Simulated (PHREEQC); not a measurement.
0.1 g of hydrous ferric oxide (600 m²/g; 0.2 weak and 0.005 strong sites per Fe, Dzombak-Morel constants, diffuse double layer) in 1 kg of water with 0.1 mol/kgw of an inert sodium salt and 0.029 mmol/kgw Na2SeO4, at 25 °C; the pH is set by adding NaOH or the inert anion's acid. Oxygen alone is held at its pressure in air (log pO2 = -0.68). No CO2 enters from the air. Nothing may precipitate in this run.

Computed with PHREEQC (ion-association model, wateq4f.dat).

Task: Predict Se sorbed (%) at pH = 5.25, 6, 7.12.

Result: 
```csv
pH,Se sorbed (%)
5.25,62.5
6,28.2
7.12,1.6
```

The oxide is taken as insoluble; below pH 4 it would dissolve.
